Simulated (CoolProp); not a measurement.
Saturation properties of neopentane (Tc = 160.6 °C, pc = 31.96 bar, ω = 0.196).

The numbers come from the reference Helmholtz-energy equation of state, Lemmon 2006 in CoolProp. It is a short technical equation, of lower accuracy than the large ones.

```tsv
T (°C)	p (bar)	liquid density (kg/m³)	liquid cp (kJ/(kg K))	surface tension (mN/m)
30.35	2.027	578.4	2.342	10.4
38.25	2.566	569.4	2.391	9.65
46.15	3.206	560.0	2.442	8.91
54.15	3.969	550.2	2.497	8.16
62.05	4.847	540.2	2.553	7.43
69.95	5.862	529.7	2.614	6.72
77.95	7.040	518.6	2.679	6.01
85.85	8.367	507.0	2.750	5.32
93.75	9.867	494.7	2.829	4.65
101.65	11.56	481.6	2.918	3.99
109.65	13.47	467.4	3.024	3.34
117.55	15.59	452.0	3.153	2.73
125.45	17.94	434.9	3.319	2.13
133.45	20.58	415.4	3.558	1.56
```

It boils at 9.5 °C under 1 atm.

Surface tension comes from a separate correlation (Mulero 2014).
